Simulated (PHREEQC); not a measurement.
Solution (20 °C): 0.00055 mol/kgw HNO3. Closed to the air; pH follows from the charge balance.

Computed with PHREEQC (ion-association model, wateq4f.dat).

The pH is 3.27, the ionic strength is 0.000550 mol/kgw and the total alkalinity comes out as -0.550 meq/kg.

| species | molality | activity | log γ |
|---|---|---|---|
| H+ | 0.000550 | 0.000536 | -0.011 |
| NO3- | 0.000550 | 0.000535 | -0.012 |

Precipitation was switched off in this run.
